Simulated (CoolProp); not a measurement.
The numbers come from the reference Helmholtz-energy equation of state, Jacobsen 1992 in CoolProp.

Q: For R11, give the phase and the density (kg/m³), expansivity (1/kK), fugacity coefficient at 470.4 K and 10.9 MPa.

A: 
- 470.4 K and 10.9 MPa: liquid; density 1030, expansivity 3.82, fugacity coefficient 0.339
